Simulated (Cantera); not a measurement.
Input: 1 mol Pb, 0.014 mol O₂, 28 mol H₂, equilibrated at 0.000220 bar.

Method: chemical equilibrium by Gibbs-energy minimisation in Cantera with the NASA 1993 tables (ideal gas, pure condensed phases). Candidate condensed phases: H₂O, Pb, PbO, PbO₂, Pb₃O₄; 12 gas species. The numbers say what is thermodynamically allowed, not how fast it happens.

log p: log10 of the partial pressure in bar; n: condensed amount in mol.

| T (K) | log p H₂ | log p Pb | log p H₂O | log p H | log p Pb₂ | n Pb(s) | n Pb(l) |
|---|---|---|---|---|---|---|---|
| 523 | -3.66 | -13.76 | -6.66 | <-15 | <-15 | 1.00 | 0 |
| 573 | -3.66 | -12.08 | -6.66 | <-15 | <-15 | 1.00 | 0 |
| 623 | -3.66 | -10.68 | -6.66 | <-15 | <-15 | 0 | 1.000 |
| 673 | -3.66 | -9.51 | -6.66 | <-15 | <-15 | 0 | 1.000 |
| 723 | -3.66 | -8.51 | -6.66 | … | <-15 | 0 | 1.000 |
| 773 | -3.66 | -7.64 | -6.66 | … | -15.07 | 0 | 0.997 |
| 823 | -3.66 | -6.87 | -6.66 | … | -13.78 | 0 | 0.983 |
| 873 | -3.66 | -6.20 | -6.66 | … | -12.65 | 0 | 0.919 |
| 923 | -3.66 | -5.60 | -6.66 | … | -11.64 | 0 | 0.673 |
| 973 | -3.67 | -5.12 | -6.67 | … | -10.86 | 0 | 0 |

Task: Complete the blanks.

Result: 
- 723, log p H: -14.90
- 773, log p H: -13.87
- 823, log p H: -12.96
- 873, log p H: -12.16
- 923, log p H: -11.44
- 973, log p H: -10.80
